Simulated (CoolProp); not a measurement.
The fluid at 449.6 K and 0.459 MPa is compressed adiabatically to 0.91 MPa with isentropic efficiency 0.8. The same conditions are run with several fluids, on thermodynamics alone (safety and materials aside).

The numbers come from the reference Helmholtz-energy equation of state of each fluid (hexamethyldisiloxane (MM): Thol 2016; c-C4F8 (RC318): Platzer 1990; benzene: Thol 2012; methanol: de Reuck 1993) in CoolProp. The equations of Platzer and Polt are older, rougher fits.

```tsv
fluid	work (kJ/kg)	final temperature (K)	final phase	final density (kg/m³)
hexamethyldisiloxane (MM)	15.1	472.5	two-phase, vapour fraction 0.881	60.9
c-C4F8 (RC318)	15.5	467.2	gas	49.7
benzene	38.0	477.8	gas	20.3
methanol	101	507.2	gas	7.19
```
